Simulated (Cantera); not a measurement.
Charge: 1 mol Si, a varied amount of F2, equilibrated at 1000 K and 46.0 Pa.

Method: chemical equilibrium by Gibbs-energy minimisation in Cantera with the NASA 1993 tables (ideal gas, pure condensed phases). Candidate condensed phases: Si; 9 gas species. Kinetics and transport are ignored.

Task: What share of the Si ends up in condensed phases as a function of n(F2) (mol), at 0.82, 1.3, 1.7, 2.2, 2.6, 3.1, 3.6?

Result: 
| n(F2) (mol) | Si condensed (%) | as |
|---|---|---|
| 0.82 | 59.0 | Si(s) |
| 1.3 | 34.9 | Si(s) |
| 1.7 | 14.9 | Si(s) |
| 2.2 | 0.0 | - |
| 2.6 | 0.0 | - |
| 3.1 | 0.0 | - |
| 3.6 | 0.0 | - |
